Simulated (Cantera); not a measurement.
Input (Python, Cantera) and output of one run.

```python
import numpy as np
import cantera as ct

gas_names = """
    Cu CuF CuF2 Cu2 F F2 H HF H2 H2F2 H3F3 H4F4 H5F5 H6F6 H7F7
""".split()
cond_names = """
    Cu(cr) Cu(L) CuF2(s) CuF2(L)
""".split()


# ... load() reads the species with a 1 bar reference pressure and builds the phases ...
atoms = {
    'Cu': {'Cu': 1},
    'HF': {'H': 1, 'F': 1},
    'H2': {'H': 2},
}
top_T = {}  # K; cautious upper limits of use, not melting points


# ... equilibrate(T, P, feed) seeds the gas with the atoms and calls Mixture.equilibrate('TP', solver="vcs", rtol=1e-11, max_steps=5000) ...
results = []
feed = {'Cu': 1, 'HF': 5.4, 'H2': 0.6}  # mol
P = 490  # Pa
for T in [875, 975, 1075, 1175, 1275, 1375, 1475]:
    mix = equilibrate(T, P, feed)
    results.append((T, P, feed, dict(zip(mix.species_names, mix.species_moles))))
    x = sorted(zip(gas.X, gas.species_names), reverse=True)
    print(f"T = {T:g} K  P = {P:g} Pa  gas = {mix.phase_moles(0):.4g} mol")
    print("   x: " + "  ".join(f"{s} {v:.3e}" for v, s in x if v > 0.001))
    print("   condensed (mol): " + ("  ".join(f"{mix.phase(i).name} {mix.phase_moles(i):.4g}"
          for i in range(1, mix.n_phases) if mix.phase_moles(i) > 1e-12) or "none"))
```

Result:

```
T = 875 K  P = 490 Pa  gas = 6 mol
   x: HF 9.000e-01  H2 1.000e-01
   condensed (mol): Cu(cr) 1
T = 975 K  P = 490 Pa  gas = 6 mol
   x: HF 9.000e-01  H2 1.000e-01
   condensed (mol): Cu(cr) 1
T = 1075 K  P = 490 Pa  gas = 6 mol
   x: HF 9.000e-01  H2 1.000e-01
   condensed (mol): Cu(cr) 1
T = 1175 K  P = 490 Pa  gas = 6 mol
   x: HF 9.000e-01  H2 1.000e-01
   condensed (mol): Cu(cr) 1
T = 1275 K  P = 490 Pa  gas = 6 mol
   x: HF 9.000e-01  H2 1.000e-01
   condensed (mol): Cu(cr) 0.9998
T = 1375 K  P = 490 Pa  gas = 6.001 mol
   x: HF 8.997e-01  H2 1.000e-01
   condensed (mol): Cu(L) 0.9984
T = 1475 K  P = 490 Pa  gas = 6.008 mol
   x: HF 8.984e-01  H2 1.000e-01  Cu 1.094e-03
   condensed (mol): Cu(L) 0.9912
```

Equilibrium computed with Cantera from the NASA thermochemical tables; the gas is ideal and each condensed phase is pure.
